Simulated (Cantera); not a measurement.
## Adiabatic ignition

An adiabatic, constant-pressure homogeneous reactor starts with H2 : O2 : N2 : H2O = 1 : 0.617 : 2.32 : 0.21 (molar parts), equivalence ratio 0.81, at 1625 K and 23.0 bar.

Model: the H2/O2 subset of GRI-Mech 3.0, which has no nitrogen chemistry, integrated in Cantera. The hydrogen kinetics of GRI-Mech 3.0 are dated; newer H2 mechanisms differ, most at raised pressure. The pressure lies above the range GRI-Mech 3.0 was tuned for (to about 10 atm).

```csv
t (s),T (K),x H2,x O2,x H2O,x H,x OH,x H2O2,x O
1.00e-6,2859,0.0254,0.0349,0.276,0.00934,0.0304,3.86e-6,0.00716
2.96e-6,2999,0.0156,0.0317,0.295,0.00414,0.0259,4.35e-6,0.00422
8.77e-6,3000,0.0156,0.0316,0.295,0.00413,0.0259,4.35e-6,0.00422
2.60e-5,3000,0.0156,0.0316,0.295,0.00413,0.0259,4.35e-6,0.00422
7.70e-5,3000,0.0156,0.0316,0.295,0.00413,0.0259,4.35e-6,0.00422
0.000228,3000,0.0156,0.0316,0.295,0.00413,0.0259,4.35e-6,0.00422
0.000675,3000,0.0156,0.0316,0.295,0.00413,0.0259,4.35e-6,0.00422
0.00200,3000,0.0156,0.0316,0.295,0.00413,0.0259,4.35e-6,0.00422
0.00592,3000,0.0156,0.0316,0.295,0.00413,0.0259,4.35e-6,0.00422
0.0175,3000,0.0156,0.0316,0.295,0.00413,0.0259,4.35e-6,0.00422
0.0520,3000,0.0156,0.0316,0.295,0.00413,0.0259,4.35e-6,0.00422
0.154,3000,0.0156,0.0316,0.295,0.00413,0.0259,4.35e-6,0.00422
0.456,3000,0.0156,0.0316,0.295,0.00413,0.0259,4.35e-6,0.00422
1.35,3000,0.0156,0.0316,0.295,0.00413,0.0259,4.35e-6,0.00422
4.00,3000,0.0156,0.0316,0.295,0.00413,0.0259,4.35e-6,0.00422
```
x: mole fraction; the columns are a selection and need not sum to one.

```
Quantity                                                           Value
---------------------------------  -------------------------------------
time of steepest temperature rise                               0.588 µs
temperature at 4.00 s                                             3000 K
equilibrium temperature                                           3000 K
x(H2) at 4.00 s                    0.0156 (gas-phase equilibrium 0.0156)
x(O2) at 4.00 s                    0.0316 (gas-phase equilibrium 0.0316)
x(H2O) at 4.00 s                     0.295 (gas-phase equilibrium 0.295)
```
